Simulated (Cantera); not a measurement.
Input (Python, Cantera) and output of one run.

```python
import numpy as np
import cantera as ct

gas_names = [...]  # 113 gases of nasa_gas.yaml made of C, Cu, H, O
cond_names = """
    C(gr) C6H6(L) C7H8(L) C8H18(L),n-octa Cu(cr) Cu(L) CuO(s) CuO2H2(s) Cu2O(s) Cu2O(L) H2O(s) H2O(L)
""".split()


# ... load() reads the species with a 1 bar reference pressure and builds the phases ...
atoms = {
    'Cu': {'Cu': 1},
    'CO2': {'C': 1, 'O': 2},
    'H2': {'H': 2},
}
top_T = {'C(gr)': 4500, 'CuO(s)': 1390}  # K; cautious upper limits of use, not melting points


# ... equilibrate(T, P, feed) seeds the gas with the atoms and calls Mixture.equilibrate('TP', solver="vcs", rtol=1e-11, max_steps=5000) ...
results = []
feed = {'Cu': 1, 'CO2': 0.021, 'H2': 1.4}  # mol
T = 1775  # K
for P in [10, 41, 160, 670, 2700, 11000, 45000, 180000, 740000, 3000000]:
    mix = equilibrate(T, P, feed)
    results.append((T, P, feed, dict(zip(mix.species_names, mix.species_moles))))
    x = sorted(zip(gas.X, gas.species_names), reverse=True)
    print(f"T = {T:g} K  P = {P:g} Pa  gas = {mix.phase_moles(0):.4g} mol")
    print("   x: " + "  ".join(f"{s} {v:.3e}" for v, s in x if v > 0.0001))
    print("   condensed (mol): " + ("  ".join(f"{mix.phase(i).name} {mix.phase_moles(i):.4g}"
          for i in range(1, mix.n_phases) if mix.phase_moles(i) > 1e-12) or "none"))
```

Output:

```
T = 1775 K  P = 10 Pa  gas = 2.447 mol
   x: H2 5.528e-01  Cu 4.085e-01  H 2.152e-02  CO 8.546e-03  H2O 8.525e-03
   condensed (mol): none
T = 1775 K  P = 41 Pa  gas = 2.433 mol
   x: H2 5.614e-01  Cu 4.104e-01  H 1.071e-02  CO 8.595e-03  H2O 8.584e-03  Cu2 2.937e-04
   condensed (mol): none
T = 1775 K  P = 160 Pa  gas = 1.91 mol
   x: H2 7.191e-01  Cu 2.524e-01  CO 1.095e-02  H2O 1.095e-02  H 6.136e-03  Cu2 4.336e-04
   condensed (mol): Cu(L) 0.5163
T = 1775 K  P = 670 Pa  gas = 1.515 mol
   x: H2 9.086e-01  Cu 6.028e-02  CO 1.380e-02  H2O 1.380e-02  H 3.371e-03  Cu2 1.036e-04
   condensed (mol): Cu(L) 0.9084
T = 1775 K  P = 2700 Pa  gas = 1.444 mol
   x: H2 9.543e-01  Cu 1.496e-02  CO 1.449e-02  H2O 1.448e-02  H 1.721e-03
   condensed (mol): Cu(L) 0.9783
T = 1775 K  P = 11000 Pa  gas = 1.427 mol
   x: H2 9.661e-01  CO 1.466e-02  H2O 1.466e-02  Cu 3.671e-03  H 8.578e-04
   condensed (mol): Cu(L) 0.9947
T = 1775 K  P = 45000 Pa  gas = 1.423 mol
   x: H2 9.692e-01  CO 1.470e-02  H2O 1.470e-02  Cu 8.975e-04  H 4.248e-04
   condensed (mol): Cu(L) 0.9987
T = 1775 K  P = 180000 Pa  gas = 1.421 mol
   x: H2 9.701e-01  H2O 1.471e-02  CO 1.471e-02  Cu 2.244e-04  H 2.125e-04
   condensed (mol): Cu(L) 0.9997
T = 1775 K  P = 740000 Pa  gas = 1.421 mol
   x: H2 9.703e-01  H2O 1.473e-02  CO 1.470e-02  H 1.048e-04
   condensed (mol): Cu(L) 0.9999
T = 1775 K  P = 3e+06 Pa  gas = 1.42 mol
   x: H2 9.702e-01  H2O 1.494e-02  CO 1.451e-02  CH4 2.160e-04
   condensed (mol): Cu(L) 1
```

These are equilibrium values from Cantera (NASA tables, ideal gas, pure condensed phases), not measurements of a reactor.
